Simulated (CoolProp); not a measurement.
Cyclopropane at several states: fugacity coefficient from the reference equation and from simpler models built on Tc = 398.7 K, pc = 5.605 MPa, ω = 0.131; each cubic takes its own stable root.

The numbers come from the reference Helmholtz-energy equation of state, Polt 1992 in CoolProp. This equation is an older, rougher fit; its heat capacities, sound speeds and derivatives of the liquid may be far off and weren't checked against measurements.

```tsv
T (K)	p (MPa)	phase	reference	Redlich-Kwong	Peng-Robinson
433.9	21.6	supercritical	0.3662	0.3798	0.3609
366.1	0.1	gas	0.9920	0.9923	0.9914
426.7	0.021	gas	0.9989	0.9990	0.9988
469.3	17.8	supercritical	0.5069	0.5129	0.5016
304.7	7.71	liquid	0.1173	0.1366	0.1167
420.9	0.0212	gas	0.9989	0.9989	0.9988
```
